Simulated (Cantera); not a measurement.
A Cantera script and what it prints.

```python
import numpy as np
import cantera as ct

gas_names = """
    O2 CL2
""".split()
cond_names = """
    Ca(L) CaCL2(L) CaO(s)
""".split()


# ... load() reads the species with a 1 bar reference pressure and builds the phases ...
species = {s.name: s for s in load("nasa_gas.yaml", gas_names) + load("nasa_condensed.yaml", cond_names)}
T = 1775
g = {n: (s.thermo.h(T) - T * s.thermo.s(T)) / (ct.gas_constant * T * np.log(10)) for n, s in species.items()}
valid = cond_names  # the entries whose range holds T


def stable(la, lb):
    # potentials (over RT ln 10) of the two non-metals from log10 p(O2) and log10 p(CL2) in bar
    mu = {}
    mu["O"] = (g["O2"] + la) / 2
    mu["Cl"] = (g["CL2"] + lb) / 2
    cost = {}
    for n in valid:
        c = species[n].composition
        cost[n] = (g[n] - sum(c.get(e, 0) * m for e, m in mu.items())) / c["Ca"]
    return min(cost, key=cost.get)


results = []
for lb in [0, -1.4, -2.7, -4.1, -5.5, -6.8, -8.2, -9.5, -10.9, -12.3, -13.6, -15]:
    row = [stable(la, lb) for la in [-9, -8.4, -7.8, -7.2, -6.6, -6, -5.4, -4.8, -4.2, -3.6, -3, -2.4, -1.8, -1.2, -0.6, 0]]
    results.append(row)
    print(f"{lb:6.1f}  " + " ".join(f"{valid.index(n):x}" for n in row))
print("key: " + ", ".join(f"{i:x} {n}" for i, n in enumerate(valid)))
```

Result:

```
   0.0  1 1 1 1 1 1 1 1 1 1 1 1 1 1 1 1
  -1.4  1 1 1 1 1 1 1 1 1 1 1 1 1 1 1 1
  -2.7  1 1 1 1 1 1 1 1 1 1 1 1 1 1 1 1
  -4.1  1 1 1 1 1 1 1 1 1 1 1 1 2 2 2 2
  -5.5  1 1 1 1 1 1 1 2 2 2 2 2 2 2 2 2
  -6.8  1 1 1 2 2 2 2 2 2 2 2 2 2 2 2 2
  -8.2  2 2 2 2 2 2 2 2 2 2 2 2 2 2 2 2
  -9.5  2 2 2 2 2 2 2 2 2 2 2 2 2 2 2 2
 -10.9  2 2 2 2 2 2 2 2 2 2 2 2 2 2 2 2
 -12.3  2 2 2 2 2 2 2 2 2 2 2 2 2 2 2 2
 -13.6  2 2 2 2 2 2 2 2 2 2 2 2 2 2 2 2
 -15.0  2 2 2 2 2 2 2 2 2 2 2 2 2 2 2 2
key: 0 Ca(L), 1 CaCL2(L), 2 CaO(s)
```

Cantera with NASA thermochemical tables; ideal gases at 1 bar, condensed phases pure. Not in the tables: oxide halides.
